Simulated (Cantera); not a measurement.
Catalytic stagnation flow on Pt

A jet of 1.84 % CH4, 17.4 % O2, 80.8 % N2, equivalence ratio 0.21 at 300 K and 13000 Pa hits a platinum plate 8.5 cm away at a mass flux of 0.031 kg/m²/s; the plate temperature is set and raised in steps from an oxygen-covered start.

Detailed kinetics in Cantera: Deutschmann's 1995 Pt surface mechanism with GRI-Mech 3.0 gas chemistry. Catalytic surfaces can have several steady states; this one follows from the mechanism file's or the stated starting coverage.

| plate T (K) | wall x CH4 | wall x O2 | wall x H2O | wall x OH | wall x CO | wall x CO2 | θ free Pt | θ O* | θ OH* |
|---|---|---|---|---|---|---|---|---|---|
| 950 | 0.00679 | 0.149 | 0.0216 | 7.65e-8 | 3.22e-6 | 0.0142 | 0.226 | 0.773 | 0.00120 |
| 1000 | 0.00467 | 0.145 | 0.0255 | 2.05e-7 | 2.96e-6 | 0.0167 | 0.290 | 0.709 | 0.00118 |
| 1050 | 0.00331 | 0.142 | 0.0279 | 4.88e-7 | 2.77e-6 | 0.0183 | 0.355 | 0.644 | 0.00110 |
| 1100 | 0.00227 | 0.140 | 0.0295 | 1.10e-6 | 3.64e-6 | 0.0192 | 0.419 | 0.580 | 0.001000 |
| 1150 | 0.00158 | 0.139 | 0.0308 | 2.21e-6 | 4.51e-6 | 0.0200 | 0.482 | 0.517 | 0.000898 |
| 1200 | 0.00105 | 0.137 | 0.0318 | 4.14e-6 | 5.63e-6 | 0.0206 | 0.542 | 0.458 | 0.000800 |
x: mole fraction at the wall; θ: surface coverage.
